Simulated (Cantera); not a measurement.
# Thermodynamics of sublimation and decomposition of ceramics, feed Si3N4 + Si + H2

Feed: 1 mol Si3N4, 0.0035 mol Si, 1.1 mol H2, held at 1.60 Pa.

Cantera equilibrium calculation (NASA polynomials, part measured and part estimated; ideal gas, pure solids and liquids). Candidate condensed phases: Si, Si3N4; 18 gas species. The tables' values for SiN are old estimates; treat these amounts as uncertain. Rates play no part.

```csv
T (°C),x N2,x Si,x H2,x H,x Si2,n Si(s)
1200,0.644,0.000342,0.353,0.00188,3.60e-7,3.00
1400,0.623,0.0261,0.334,0.0165,0.000101,2.92
1600,0.319,0.470,0.145,0.0614,0.00299,0
1800,0.298,0.447,0.0744,0.179,0.000394,0
2000,0.282,0.424,0.0173,0.276,7.23e-5,0
2200,0.278,0.418,0.00291,0.300,1.85e-5,0
2400,0.278,0.417,0.000564,0.304,5.92e-6,0
2600,0.277,0.417,0.000135,0.305,2.22e-6,0
2800,0.276,0.416,3.85e-5,0.305,9.44e-7,0
```
x: gas mole fraction; n: condensed amount in mol.

From 1200 °C to 1400 °C the condensed part is Si(s). From 1600 °C to 2800 °C nothing is condensed. The main Si-bearing gas is Si throughout.
